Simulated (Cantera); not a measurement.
An isothermal, constant-pressure homogeneous reactor starts with H₂ : O₂ = 0.0073 : 1 (molar parts), at 1473 K and 390 Pa. Integrator tolerance rtol = 1e-08.

Detailed kinetics in Cantera: GRI-Mech 3.0 (53 species, 325 reactions). Radical loss at walls, strong at low pressure, is not modelled.

What does this change do: H2 0.0073 to 0.013 parts?


| quantity | before | after |
|---|---|---|
| x(H₂) at 200 s | 2.42e-7 (gas-phase equilibrium 1.53e-7) | 3.34e-7 (gas-phase equilibrium 2.73e-7) |
| x(O₂) at 200 s | 0.993 (gas-phase equilibrium 0.993) | 0.987 (gas-phase equilibrium 0.987) |
| x(H₂O) at 200 s | 0.00721 (gas-phase equilibrium 0.00722) | 0.0128 (gas-phase equilibrium 0.0128) |
| x(H) at 200 s | 1.59e-7 (gas-phase equilibrium 7.98e-8) | 1.44e-7 (gas-phase equilibrium 1.07e-7) |
| x(OH) at 200 s | 0.000123 (gas-phase equilibrium 9.80e-5) | 0.000144 (gas-phase equilibrium 0.000130) |
| x(O) at 200 s | 7.09e-5 (gas-phase equilibrium 4.48e-5) | 5.47e-5 (gas-phase equilibrium 4.47e-5) |
